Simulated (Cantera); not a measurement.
A closed system holds: 1 mol SiHCl3, 0.13 mol HCl, 3.1 mol N2, held at 5.00 mbar.

These are equilibrium values from Cantera (NASA tables, ideal gas, pure condensed phases), not measurements of a reactor. Candidate condensed phases: NH4Cl, Si, Si3N4; 28 gas species. N2 is the only nitrogen source here; it is nearly inert below about 1500 K, so the nitride shown seldom forms there in practice. Rates play no part.

Over these rows the condensed part is Si3N4(s). Partial pressures as log10 of bar:

| T (K) | 1000/T (1/K) | log p SiCl2 | log p N2 | log p HCl | log p SiCl4 | log p H2 |
|---|---|---|---|---|---|---|
| 900 | 1.1111 | -9.10 | -2.49 | -3.02 | -3.18 | -3.78 |
| 925 | 1.0811 | -8.66 | -2.49 | -3.01 | -3.19 | -3.79 |
| 950 | 1.0526 | -8.24 | -2.49 | -3.01 | -3.19 | -3.81 |
| 975 | 1.0256 | -7.84 | -2.49 | -3.00 | -3.19 | -3.82 |
| 1000 | 1.0000 | ? | -2.49 | -3.00 | -3.19 | -3.84 |
| 1025 | 0.9756 | -7.11 | -2.49 | -3.00 | -3.19 | -3.85 |

Question: Fit log p(SiCl2) = a + b·(1000/T) to the five rows, give the apparent enthalpy, and predict the row at 1000 K.

Answer: Means: 1000/T = 1.0492, log p = -8.190. Sxy = -0.159240, Sxx = 0.0108347, so b = -14.70 and a = -8.190 − (-14.70)×1.0492 = 7.23.
Apparent enthalpy: −19.145 × (-14.70) = 281 kJ/mol. With the condensed phases at unit activity, 1/6 Si3N4(s) + 1/2 SiCl4(g) = SiCl2(g) + 1/3 N2(g) links this pressure to the main gases: over the six rows their terms move log p by -0.00 in all, so the slope is close to that reaction's ΔH°. The five rows lie within 0.01 of the line.
Prediction at 1000 K: 7.23 + (-14.70)×1.0000 = -7.47. The computed value is -7.46, 0.01 from the line.
